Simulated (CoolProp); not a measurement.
Vapour-liquid equilibrium of n-butane (1) + cis-2-butene (2) at 0.191 bar; x and y are mole fractions of (1).

Computed with CoolProp (multi-fluid Helmholtz-energy mixture model, Bücker 2006 and Lemmon 2005; pair parameters Bell 2016).

| x | bubble temperature, mixture model (K) | bubble temperature, Raoult's law (K) | y, mixture model | y, Raoult's law |
|---|---|---|---|---|
| 0.05 | 239.5 | 239.7 | 0.069 | 0.062 |
| 0.15 | 238.8 | 239.2 | 0.194 | 0.181 |
| 0.25 | 238.2 | 238.7 | 0.306 | 0.295 |
| 0.35 | 237.7 | 238.3 | 0.409 | 0.404 |
| 0.45 | 237.3 | 237.8 | 0.506 | 0.508 |
| 0.55 | 236.9 | 237.4 | 0.600 | 0.607 |
| 0.65 | 236.5 | 237.0 | 0.691 | 0.701 |
| 0.75 | 236.2 | 236.6 | 0.780 | 0.791 |
| 0.85 | 235.9 | 236.1 | 0.869 | 0.878 |
| 0.95 | 235.7 | 235.7 | 0.957 | 0.960 |

The largest gap from Raoult's law is -0.6 K in bubble temperature, at x = 0.35. No azeotrope shows between x = 0.05 and 0.95.

Pair parameters are fitted to limited data, so mixtures are less certain than the pure fluids.
